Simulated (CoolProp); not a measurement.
p-xylene along the isotherm 620 K: fugacity coefficient from the reference equation and from simpler models built on Tc = 616.2 K, pc = 35.32 bar, ω = 0.324; each cubic takes its own stable root.

The numbers come from the reference Helmholtz-energy equation of state, Zhou 2012 in CoolProp.

```json
[
 {"p (bar)": "0.279", "phase": "gas", "reference": "0.9971", "van der Waals": "0.9977", "Redlich-Kwong": "0.9974"},
 {"p (bar)": "0.435", "phase": "gas", "reference": "0.9954", "van der Waals": "0.9964", "Redlich-Kwong": "0.9959"},
 {"p (bar)": "0.677", "phase": "gas", "reference": "0.9929", "van der Waals": "0.9944", "Redlich-Kwong": "0.9936"},
 {"p (bar)": "1.05", "phase": "gas", "reference": "0.9890", "van der Waals": "0.9913", "Redlich-Kwong": "0.9901"},
 {"p (bar)": "1.64", "phase": "gas", "reference": "0.9828", "van der Waals": "0.9864", "Redlich-Kwong": "0.9845"},
 {"p (bar)": "2.56", "phase": "gas", "reference": "0.9733", "van der Waals": "0.9788", "Redlich-Kwong": "0.9758"},
 {"p (bar)": "3.98", "phase": "gas", "reference": "0.9586", "van der Waals": "0.9671", "Redlich-Kwong": "0.9625"},
 {"p (bar)": "6.2", "phase": "gas", "reference": "0.9359", "van der Waals": "0.9489", "Redlich-Kwong": "0.9419"},
 {"p (bar)": "9.65", "phase": "gas", "reference": "0.9012", "van der Waals": "0.9205", "Redlich-Kwong": "0.9100"},
 {"p (bar)": "15", "phase": "gas", "reference": "0.8484", "van der Waals": "0.8766", "Redlich-Kwong": "0.8612"},
 {"p (bar)": "23.4", "phase": "gas", "reference": "0.7672", "van der Waals": "0.8072", "Redlich-Kwong": "0.7852"},
 {"p (bar)": "36.4", "phase": "supercritical", "reference": "0.6382", "van der Waals": "0.6895", "Redlich-Kwong": "0.6620"},
 {"p (bar)": "56.7", "phase": "supercritical", "reference": "0.4526", "van der Waals": "0.5120", "Redlich-Kwong": "0.4814"},
 {"p (bar)": "88.3", "phase": "supercritical", "reference": "0.3310", "van der Waals": "0.3984", "Redlich-Kwong": "0.3617"}
]
```
